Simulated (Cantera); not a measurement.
Feed: 1 mol borazine, 25 mol NH3, held at 6.10 mbar.

Method: chemical equilibrium by Gibbs-energy minimisation in Cantera with the NASA 1993 tables (ideal gas, pure condensed phases). Candidate condensed phases: B, BN; 15 gas species. The feed counts by its element totals alone. The tables' values for BH2 are old estimates; treat these amounts as uncertain. Kinetics and transport are ignored. All values below are at 1948 K.

Base state: H2 0.753, N2 0.234, H 0.0126, BH2 4.99e-5 (mole fractions); condensed: BN(s).

**Question.** What changes in the equilibrium state with this change: pressure from 6.10 mbar to 0.160 bar?

**Answer.** 
```tsv
species	before	after
H2	0.753	0.762
N2	0.234	0.236
H	0.0126	0.00247
BH2	4.99e-5	9.84e-6
BN(s), mol	3.00	3.00
```
